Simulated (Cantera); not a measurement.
Cantera run:

```python
import numpy as np
import cantera as ct

gas_names = """
    H HO2 H2 H2O H2O2 O OH O2 O3 Ta TaO TaO2
""".split()
cond_names = """
    H2O(s) H2O(L) Ta(cr) Ta(L) Ta2O5(s) Ta2O5(L)
""".split()


# ... load() reads the species with a 1 bar reference pressure and builds the phases ...
atoms = {
    'Ta2O5': {'Ta': 2, 'O': 5},
    'H2': {'H': 2},
}
top_T = {}  # K; cautious upper limits of use, not melting points


# ... equilibrate(T, P, feed) seeds the gas with the atoms and calls Mixture.equilibrate('TP', solver="vcs", rtol=1e-11, max_steps=5000) ...
results = []
feed = {'Ta2O5': 1, 'H2': 22}  # mol
P = 10000  # Pa
for T in [848, 998, 1148, 1298, 1448, 1598, 1748, 1898, 2048]:
    mix = equilibrate(T, P, feed)
    results.append((T, P, feed, dict(zip(mix.species_names, mix.species_moles))))

top = {s: max(r[3][s] / sum(r[3][g] for g in gas_names) for r in results) for s in gas_names}
cols = sorted((s for s in top if top[s] > 1e-05), key=lambda s: -top[s])[:9]
seen = [c for c in cond_names if any(r[3].get(c, 0) > 1e-12 for r in results)]
print("log10 of partial pressures in bar; condensed amounts in mol")
print(f"{'T/K':>10s}" + "".join(f"{s[:9]:>10s}" for s in cols + seen))
for T, P, feed, n in results:
    ng = sum(n[g] for g in gas_names)
    print(f"{T:10.4g}" + "".join(f"{np.log10(max(n[s] / ng * P / 1e5, 1e-99)):10.3f}" for s in cols)
          + "".join(f"{n.get(c, 0):10.4g}" for c in seen))
```

Output:

```
log10 of partial pressures in bar; condensed amounts in mol
       T/K        H2         H       H2O      TaO2    Ta(cr)  Ta2O5(s)
       848    -1.000   -11.221    -9.194   -27.177  5.63e-08         1
       998    -1.000    -9.167    -7.728   -21.569 1.644e-06         1
      1148    -1.000    -7.645    -6.661   -17.449 1.922e-05         1
      1298    -1.000    -6.470    -5.850   -14.300 0.0001242    0.9999
      1448    -1.000    -5.535    -5.216   -11.819 0.0005354    0.9997
      1598    -1.000    -4.774    -4.707    -9.817  0.001729    0.9991
      1748    -1.001    -4.141    -4.290    -8.170  0.004515    0.9977
      1898    -1.002    -3.608    -3.944    -6.792   0.01002     0.995
      2048    -1.004    -3.152    -3.653    -5.624    0.0195    0.9899
```

Cantera equilibrium calculation (NASA polynomials, part measured and part estimated; ideal gas, pure solids and liquids). Mutual solubility and eutectic melting of coexisting phases are not modelled. Condensed phases not in the tables: N, O or C dissolved in the metal.
